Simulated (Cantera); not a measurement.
A closed system holds: 1 mol MgO, 0.45 mol C, 0.76 mol H₂, equilibrated at 1373 K and 400000 Pa.

Cantera equilibrium calculation (NASA polynomials, part measured and part estimated; ideal gas, pure solids and liquids). Candidate condensed phases: C, C₆H₆, C₇H₈, C₈H₁₈, H₂O, Mg, MgCO₃, MgO, Mg(OH)₂; 116 gas species. Equilibrium is a limit: real reactors are often held back by kinetics, nucleation or transport.

Base state: H₂ 0.981, CH₄ 0.0194, Mg 1.91e-5, CO 1.91e-5 (mole fractions); condensed: C(graphite) + MgO(s).

**Question.** What changes in the equilibrium state with this change: MgO replaced by Ta₂O₅?

**Answer.** 
```json
[
 {"species": "H₂", "before": "0.981", "after": "0.760"},
 {"species": "CO", "before": "1.91e-5", "after": "0.224"},
 {"species": "CH₄", "before": "0.0194", "after": "0.0116"},
 {"species": "Mg", "before": "1.91e-5", "after": "0"},
 {"species": "CO₂", "before": "<1e-9", "after": "0.000457"},
 {"species": "H₂O", "before": "3.51e-7", "after": "0.00319"},
 {"species": "C(graphite), mol", "before": "0.436", "after": "0.133"},
 {"species": "MgO(s), mol", "before": "1.000", "after": "0"},
 {"species": "TaC(s), mol", "before": "0", "after": "0.0882"},
 {"species": "Ta₂O₅(s), mol", "before": "0", "after": "0.956"}
]
```
Mutual solubility and eutectic melting of coexisting phases are not modelled. TaC: taken at fixed stoichiometry. Condensed phases not in the tables: Ta₂C. Further candidate phases: Ta, TaC, Ta₂O₅.
